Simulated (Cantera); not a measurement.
An isothermal, constant-pressure homogeneous reactor starts with NO : N₂ = 1 : 0.39 (molar parts), at 2000 K and 1300 Pa. Integrator tolerance rtol = 1e-08.

Computed with Cantera and GRI-Mech 3.0 (53 species, 325 reactions). Radical loss at walls, strong at low pressure, is not modelled.

Q: What does this change do: temperature 2000 to 1800 K?

A: 
| quantity | before | after |
|---|---|---|
| x(NO) at 3.00 s | 0.585 (gas-phase equilibrium 0.00895) | 0.706 (gas-phase equilibrium 0.00489) |
| x(N₂) at 3.00 s | 0.347 (gas-phase equilibrium 0.635) | 0.287 (gas-phase equilibrium 0.638) |
| x(NO₂) at 3.00 s | 6.04e-5 (gas-phase equilibrium 2.28e-6) | 3.66e-5 (gas-phase equilibrium 1.82e-6) |
| x(O) at 3.00 s | 0.00176 (gas-phase equilibrium 0.00351) | 0.000173 (gas-phase equilibrium 0.000641) |
| x(N₂O) at 3.00 s | 9.16e-5 (gas-phase equilibrium 5.15e-8) | 0.000166 (gas-phase equilibrium 2.88e-8) |
